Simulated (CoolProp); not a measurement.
Vapour-liquid equilibrium of CH2F2 (R32) (1) + R1234yf (2) at 6.93 bar; x and y are mole fractions of (1).

Model: multi-fluid Helmholtz-energy mixture model, Tillner-Roth 1997 and Lemmon 2022; pair parameters Bell 2023, in CoolProp.

```json
[
 {"x": "0.05", "bubble temperature (°C)": "21.9", "y at the bubble point": "0.125", "dew temperature at overall composition x (°C)": "24.1", "liquid density (mol/L)": "9.888"},
 {"x": "0.125", "bubble temperature (°C)": "17.1", "y at the bubble point": "0.283", "dew temperature at overall composition x (°C)": "21.9", "liquid density (mol/L)": "10.40"},
 {"x": "0.2", "bubble temperature (°C)": "13.0", "y at the bubble point": "0.407", "dew temperature at overall composition x (°C)": "19.7", "liquid density (mol/L)": "10.93"},
 {"x": "0.275", "bubble temperature (°C)": "9.6", "y at the bubble point": "0.505", "dew temperature at overall composition x (°C)": "17.4", "liquid density (mol/L)": "11.49"},
 {"x": "0.35", "bubble temperature (°C)": "6.8", "y at the bubble point": "0.583", "dew temperature at overall composition x (°C)": "14.9", "liquid density (mol/L)": "12.08"},
 {"x": "0.425", "bubble temperature (°C)": "4.4", "y at the bubble point": "0.647", "dew temperature at overall composition x (°C)": "12.4", "liquid density (mol/L)": "12.72"},
 {"x": "0.5", "bubble temperature (°C)": "2.5", "y at the bubble point": "0.701", "dew temperature at overall composition x (°C)": "9.8", "liquid density (mol/L)": "13.41"},
 {"x": "0.575", "bubble temperature (°C)": "0.8", "y at the bubble point": "0.748", "dew temperature at overall composition x (°C)": "7.1", "liquid density (mol/L)": "14.17"},
 {"x": "0.65", "bubble temperature (°C)": "-0.6", "y at the bubble point": "0.790", "dew temperature at overall composition x (°C)": "4.3", "liquid density (mol/L)": "15.01"},
 {"x": "0.725", "bubble temperature (°C)": "-1.8", "y at the bubble point": "0.831", "dew temperature at overall composition x (°C)": "1.6", "liquid density (mol/L)": "15.95"},
 {"x": "0.8", "bubble temperature (°C)": "-2.8", "y at the bubble point": "0.872", "dew temperature at overall composition x (°C)": "-0.9", "liquid density (mol/L)": "17.01"},
 {"x": "0.875", "bubble temperature (°C)": "-3.7", "y at the bubble point": "0.915", "dew temperature at overall composition x (°C)": "-2.9", "liquid density (mol/L)": "18.21"},
 {"x": "0.95", "bubble temperature (°C)": "-4.5", "y at the bubble point": "0.963", "dew temperature at overall composition x (°C)": "-4.3", "liquid density (mol/L)": "19.58"}
]
```

No azeotrope shows between x = 0.05 and 0.95.

The pair parameters rest on a limited set of measurements; away from them the model extrapolates.
